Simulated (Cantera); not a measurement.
A perfectly stirred reactor is fed with 9.09 % H₂, 19.3 % O₂, 71.6 % N₂, equivalence ratio 0.23, at 1600 Pa; it is held at 1473 K, and followed from long to short residence time.

Model: GRI-Mech 3.0 (53 species, 325 reactions), integrated in Cantera. Radical loss at walls, strong at low pressure, is not modelled. The temperature is held fixed by assumption; the heat of reaction is taken as removed at once.

x: mole fraction; the columns are a selection and need not sum to one.

```
τ (s)       x H₂   x O₂     x NO     x OH   x H₂O
-------  -------  -----  -------  -------  ------
1.6      0.00108  0.153        …  0.00319  0.0914
0.57     0.00199  0.151        …  0.00431  0.0885
0.20     0.00340  0.149  7.24e-6  0.00558  0.0833
0.069    0.00505  0.146  7.23e-6  0.00672  0.0761
0.024    0.00640  0.144        …  0.00742  0.0697
0.0083   0.00762  0.143        …  0.00781  0.0654
0.0029   0.00970  0.144        …  0.00815  0.0620
0.00099   0.0150  0.148        …  0.00859  0.0565
0.00034   0.0287  0.158        …  0.00848  0.0448
```

Some entries are withheld; supply them.


- 1.6, x NO: 3.91e-6
- 0.57, x NO: 5.45e-6
- 0.024, x NO: 4.73e-6
- 0.0083, x NO: 2.15e-6
- 0.0029, x NO: 7.90e-7
- 0.00099, x NO: 2.35e-7
- 0.00034, x NO: 5.01e-8
